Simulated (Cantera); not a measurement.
Charge: 1 mol SiC, 0.032 mol N2O, a varied amount of N2, equilibrated at 1748.15 K and 1.20 mbar.

These are equilibrium values from Cantera (NASA tables, ideal gas, pure condensed phases), not measurements of a reactor. Candidate condensed phases: C, Si, SiC, SiO2, Si2N2O, Si3N4; 34 gas species. Equilibrium is a limit: real reactors are often held back by kinetics, nucleation or transport.

x: gas mole fraction; n: condensed amount in mol.

```csv
n(N2) (mol),x N2,x CO,x SiO,x Si,x SiN,x Si2N,n SiC(s)
1.7,0.982,0.00924,[?],0.000326,5.80e-6,2.65e-6,0.984
3.4,0.990,0.00478,[?],0.000320,5.73e-6,2.57e-6,0.983
5.1,0.993,0.00326,[?],0.000315,5.64e-6,2.49e-6,0.983
6.8,0.995,0.00249,[?],0.000310,5.55e-6,2.41e-6,0.983
8.5,0.996,0.00203,[?],0.000305,5.47e-6,2.34e-6,0.983
10,0.997,0.00175,[?],0.000301,5.40e-6,2.28e-6,0.982
12,0.997,0.00148,[?],0.000296,5.30e-6,2.20e-6,0.982
```

**Question.** Fill in the missing entries.

**Answer.** 
- 1.7, x SiO: 0.00890
- 3.4, x SiO: 0.00445
- 5.1, x SiO: 0.00293
- 6.8, x SiO: 0.00217
- 8.5, x SiO: 0.00171
- 10, x SiO: 0.00143
- 12, x SiO: 0.00117
